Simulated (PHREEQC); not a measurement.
## Nickel, zinc or cadmium bath (model solution)

Solution (90 °C): 0.01 mol/kgw ZnCl2, 0.018 mol/kgw KCl and 0.0065 mol/kgw H2SO4. Closed to the air; pH follows from the charge balance.

Model: ion-association model, wateq4f.dat, run in PHREEQC.

The pH comes out as 2.11. The ionic strength is 0.0508 mol/kgw. The total alkalinity is -13.0 meq/kg.

```json
[
 {"species": "Cl-", "molality": "0.0351", "activity": "0.0277", "log γ": "-0.103"},
 {"species": "K+", "molality": "0.0178", "activity": "0.0140", "log γ": "-0.103"},
 {"species": "H+", "molality": "0.00923", "activity": "0.00771", "log γ": "-0.078"},
 {"species": "Zn+2", "molality": "0.00643", "activity": "0.00280", "log γ": "-0.361"},
 {"species": "HSO4-", "molality": "0.00377", "activity": "0.00301", "log γ": "-0.098"},
 {"species": "ZnCl+", "molality": "0.00276", "activity": "0.00219", "log γ": "-0.101"}
]
```

This is a speciation only: nothing precipitates in the calculation. Away from 25 °C the constants follow the database's enthalpies or fits; those with neither stay at their 25 °C values.
